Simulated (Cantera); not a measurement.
An adiabatic, constant-pressure homogeneous reactor starts with 10.4 % CH₄, 18.8 % O₂, 70.8 % N₂, equivalence ratio 1.1, at 1648 K and 280000 Pa.

Detailed kinetics in Cantera: GRI-Mech 3.0 (53 species, 325 reactions).

Q: Predict: time of steepest temperature rise; temperature at 0.400 s; equilibrium temperature; x(O₂) at 0.400 s; x(O) at 0.400 s; x(N₂O) at 0.400 s.

A: 
* **time of steepest temperature rise**: 0.144 ms
* **temperature at 0.400 s**: 2883 K
* **equilibrium temperature**: 2883 K
* **x(O₂) at 0.400 s**: 0.0121 (gas-phase equilibrium 0.0121)
* **x(O) at 0.400 s**: 0.00492 (gas-phase equilibrium 0.00492)
* **x(N₂O) at 0.400 s**: 7.87e-7 (gas-phase equilibrium 7.87e-7)
